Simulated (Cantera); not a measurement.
A closed system holds: 1 mol BaF2, a varied amount of O2, 9.5 mol H2, equilibrated at 1400 K and 0.225 Torr.

Equilibrium computed with Cantera from the NASA thermochemical tables; the gas is ideal and each condensed phase is pure. Candidate condensed phases: Ba, BaF2, BaO, Ba(OH)2, H2O; 27 gas species. Mutual solubility and eutectic melting of coexisting phases are not modelled. Rates play no part.

x: gas mole fraction; n: condensed amount in mol.

```tsv
n(O2) (mol)	x H2O	x H2	x O2	x HF	x BaF2	x BaF	x OH	n BaF2(s)	n BaO(s)
0.34	0.0667	0.911	3.65e-12	0.00769	0.0133	0.000577	3.90e-7	0.831	0.0340
0.74	0.147	0.827	2.15e-11	0.0114	0.0133	0.000370	9.03e-7	0.814	0.0528
1.1	0.220	0.752	5.81e-11	0.0140	0.0133	0.000289	1.41e-6	0.802	0.0653
1.6	___	___	___	___	0.0133	___	___	0.788	___
2	0.402	0.565	3.44e-10	0.0189	0.0133	0.000185	2.98e-6	0.778	0.0891
2.4	0.483	0.483	6.80e-10	0.0207	0.0133	0.000156	3.88e-6	0.769	0.0978
2.8	0.564	0.400	1.35e-9	0.0224	0.0133	0.000132	4.97e-6	0.761	0.106
3.2	___	___	___	0.0239	0.0133	___	___	0.753	0.113
3.6	0.725	0.236	6.44e-9	0.0254	0.0133	8.90e-5	8.34e-6	0.746	0.120
4	0.806	0.154	1.87e-8	0.0267	0.0133	6.81e-5	1.15e-5	0.739	0.127
4.4	0.887	0.0716	1.04e-7	0.0280	0.0133	4.44e-5	1.85e-5	0.733	0.133
4.8	0.951	0.000345	0.00519	0.0290	0.0133	2.97e-6	0.000286	0.727	0.139
5.2	0.913	0.000114	0.0439	0.0285	0.0133	1.74e-6	0.000478	0.718	0.142
```

**Question.** Fill in the missing entries.

**Answer.** 
- 1.6, x H2O: 0.321
- 1.6, x H2: 0.648
- 1.6, x O2: 1.67e-10
- 1.6, x HF: 0.0169
- 1.6, x BaF: 0.000222
- 1.6, x OH: 2.22e-6
- 1.6, n BaO(s): 0.0794
- 3.2, x H2O: 0.644
- 3.2, x H2: 0.318
- 3.2, x O2: 2.80e-9
- 3.2, x BaF: 0.000110
- 3.2, x OH: 6.38e-6
